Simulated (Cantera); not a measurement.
An adiabatic, constant-pressure homogeneous reactor starts with CH4 : C2H6 : C3H8 : O2 : N2 = 1 : 0.13 : 0.27 : 4.9 : 24.7 (molar parts), at 1798 K and 0.250 bar.

Computed with Cantera and GRI-Mech 3.0 (53 species, 325 reactions). GRI-Mech 3.0 was tuned for natural gas; its chemistry of propane as a main component is partial and can be far from experiment.

x: mole fraction; the columns are a selection and need not sum to one.

| t (s) | T (K) | x CH4 | x C2H6 | x C3H8 | x CO | x HCO | x C2H | x NO |
|---|---|---|---|---|---|---|---|---|
| 4.00e-6 | 1788 | 0.0321 | ___ | 0.00778 | 5.66e-6 | 1.24e-7 | 3.09e-11 | 1.00e-11 |
| 1.02e-5 | 1775 | 0.0314 | ___ | 0.00622 | 0.000121 | 2.08e-6 | 2.08e-9 | 2.75e-10 |
| 2.60e-5 | 1779 | 0.0282 | ___ | 0.00269 | 0.00215 | 2.85e-5 | 9.49e-8 | 6.34e-9 |
| 6.62e-5 | 2120 | 0.00601 | ___ | 5.82e-8 | 0.0382 | 0.000156 | 1.37e-5 | 1.08e-6 |
| 0.000169 | 2333 | <1e-12 | <1e-12 | <1e-12 | 0.0324 | 1.32e-8 | <1e-12 | 4.86e-5 |
| 0.000430 | 2370 | <1e-12 | <1e-12 | <1e-12 | 0.0309 | 1.15e-8 | <1e-12 | 0.000163 |
| 0.00110 | 2441 | <1e-12 | <1e-12 | <1e-12 | 0.0294 | 9.03e-9 | <1e-12 | 0.000521 |
| 0.00279 | 2542 | <1e-12 | <1e-12 | <1e-12 | 0.0267 | 6.42e-9 | <1e-12 | 0.00172 |
| 0.00711 | 2597 | <1e-12 | <1e-12 | <1e-12 | 0.0247 | 5.41e-9 | <1e-12 | 0.00492 |
| 0.0181 | 2597 | <1e-12 | <1e-12 | <1e-12 | 0.0245 | 5.29e-9 | <1e-12 | 0.00936 |
| 0.0462 | 2595 | <1e-12 | <1e-12 | <1e-12 | 0.0245 | 5.27e-9 | <1e-12 | 0.0112 |
| 0.118 | 2595 | <1e-12 | <1e-12 | <1e-12 | 0.0245 | 5.27e-9 | <1e-12 | 0.0113 |
| 0.300 | 2595 | <1e-12 | <1e-12 | <1e-12 | 0.0245 | 5.27e-9 | <1e-12 | 0.0113 |

**Question.** Fill in the missing entries.

**Answer.** 
- 4.00e-6, x C2H6: 0.00392
- 1.02e-5, x C2H6: 0.00341
- 2.60e-5, x C2H6: 0.00210
- 6.62e-5, x C2H6: 6.40e-6
